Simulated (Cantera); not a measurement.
Cantera run:

```python
import numpy as np
import cantera as ct

gas_names = """
    C CO CO2 C2 C2O C3 C3O2 C4 C5 O O2 O3 Si SiC SiC2 SiO SiO2 Si2 Si2C Si3
""".split()
cond_names = """
    C(gr) Si(cr) Si(L) SiC(b) SiO2(Lqz) SiO2(hqz) SiO2(L)
""".split()


def load(file, names, dense=False):
    # The tables refer to 1 bar. Condensed volumes are neglected.
    table = {s.name: s for s in ct.Species.list_from_file(file)}
    out = []
    for n in names:
        d = dict(table[n].input_data)
        d["thermo"] = dict(d["thermo"], **{"reference-pressure": 1e5})
        if dense:
            d["equation-of-state"] = {"model": "constant-volume", "density": "1e6 g/cm^3"}
        out.append(ct.Species.from_dict(d))
    return out


gas = ct.Solution(thermo="ideal-gas", species=load("nasa_gas.yaml", gas_names))
cond = {s.name: ct.Solution(thermo="fixed-stoichiometry", species=[s], name=s.name)
        for s in load("nasa_condensed.yaml", cond_names, dense=True)}
atoms = {
    'Si': {'Si': 1},
    'O2': {'O': 2},
    'CO': {'C': 1, 'O': 1},
}
top_T = {'C(gr)': 4500, 'SiC(b)': 3050}  # K; cautious upper limits of use, not melting points


def equilibrate(T, P, feed):
    n = {}
    for name, mol in feed.items():
        for a, k in atoms[name].items():
            n[a] = n.get(a, 0.0) + k * mol
    gas.TPX = T, P, n
    mass = sum(n.values()) * gas.mean_molecular_weight
    gas.equilibrate("TP")
    valid = [c for c in cond.values() if c.min_temp <= T <= top_T.get(c.name, c.max_temp)]
    mix = ct.Mixture([(gas, mass / gas.mean_molecular_weight)] + [(c, 0.0) for c in valid])
    mix.T, mix.P = T, P
    mix.equilibrate("TP", solver="vcs", rtol=1e-11, max_steps=5000)
    return mix


results = []
feed = {'Si': 1, 'O2': 0.11, 'CO': 9}  # mol
P = 290  # Pa
for T in [1098, 1173, 1248, 1323, 1398, 1473, 1548, 1623, 1698, 1773, 1848, 1923]:
    mix = equilibrate(T, P, feed)
    results.append((T, P, feed, dict(zip(mix.species_names, mix.species_moles))))

top = {s: max(r[3][s] / sum(r[3][g] for g in gas_names) for r in results) for s in gas_names}
cols = sorted((s for s in top if top[s] > 0.0001), key=lambda s: -top[s])[:5]
seen = [c for c in cond_names if any(r[3].get(c, 0) > 1e-12 for r in results)]
print("log10 of partial pressures in bar; condensed amounts in mol")
print(f"{'T/K':>10s}" + "".join(f"{s[:9]:>10s}" for s in cols + seen))
for T, P, feed, n in results:
    ng = sum(n[g] for g in gas_names)
    print(f"{T:10.4g}" + "".join(f"{np.log10(max(n[s] / ng * P / 1e5, 1e-99)):10.3f}" for s in cols)
          + "".join(f"{n.get(c, 0):10.4g}" for c in seen))
```

Result:

```
log10 of partial pressures in bar; condensed amounts in mol
       T/K        CO       SiO        Si       CO2     C(gr)    SiC(b) SiO2(hqz)
      1098    -2.538   -12.152   -22.634    -6.115     1.782         0         1
      1173    -2.538   -10.069   -19.210    -6.630     1.781         0         1
      1248    -2.538    -8.240   -16.203    -7.081      1.78         0         1
      1323    -2.538    -6.624   -13.542    -7.479     1.779         0    0.9994
      1398    -2.538    -5.271   -11.344    -7.746         0    0.5882    0.3963
      1473    -2.544    -4.360    -9.975    -7.690         0    0.5503    0.3205
      1548    -2.567    -3.717    -8.820    -7.754         0      0.39         0
      1623    -2.567    -3.717    -8.074    -8.071         0      0.39         0
      1698    -2.567    -3.717    -7.395    -8.358         0    0.3899         0
      1773    -2.567    -3.717    -6.774    -8.620         0    0.3897         0
      1848    -2.567    -3.718    -6.205    -8.860         0     0.389         0
      1923    -2.567    -3.720    -5.680    -9.081         0    0.3864         0
```

These are equilibrium values from Cantera (NASA tables, ideal gas, pure condensed phases), not measurements of a reactor. Mutual solubility and eutectic melting of coexisting phases are not modelled. The tables hold silica as quartz up to 1696 K and as liquid above; real silica turns to tridymite and cristobalite and melts near 1996 K.
